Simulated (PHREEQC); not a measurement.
**Acid mine or pickling water (model solution)**

A made-up water analysis in mg/kgw, 20 °C, pH 2.27, pe 8.2:

| constituent | mg/kgw |
|---|---|
| Na | 1630 |
| K | 51.8 |
| Ca | 143 |
| Mg | 166 |
| Cl | 1200 |
| S(6) as SO4 | 3300 |
| Cd | 283 |

Cl is adjusted to close the charge balance.
Valence states are taken as typed.

Computed with PHREEQC (ion-association model, wateq4f.dat).

Precipitation was switched off in this run.

Q: What ionic strength does the model give?

A: ionic strength 0.121 mol/kgw.

Q: In which forms is Ca present?

A: Ca+2 64 %, CaSO4 35 %, CaHSO4+ 1.4 % of the Ca.

Species that the database lacks are ignored.
